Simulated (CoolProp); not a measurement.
Vapour-liquid equilibrium of isobutene (1) + n-butane (2) at 76.65 °C; x and y are mole fractions of (1).

The numbers come from the multi-fluid Helmholtz-energy mixture model, Lemmon 2005 and Bücker 2006; pair parameters Bell 2016 in CoolProp.

```
x     bubble pressure (bar)  y at the bubble point  dew pressure at overall composition x (bar)  liquid density (mol/L)
----  ---------------------  ---------------------  -------------------------------------------  ----------------------
0.05                  9.523                  0.059                                        9.503                   8.717
0.15                  9.757                  0.173                                        9.710                   8.758
0.25                  9.979                  0.281                                        9.915                   8.801
0.35                  10.19                  0.386                                        10.12                   8.846
0.45                  10.39                  0.486                                        10.32                   8.893
0.55                  10.59                  0.584                                        10.52                   8.942
0.65                  10.77                  0.680                                        10.72                   8.992
0.75                  10.96                  0.773                                        10.91                   9.044
0.85                  11.13                  0.865                                        11.11                   9.097
0.95                  11.31                  0.955                                        11.30                   9.151
```

No azeotrope shows between x = 0.05 and 0.95.

The pair parameters rest on a limited set of measurements; away from them the model extrapolates.
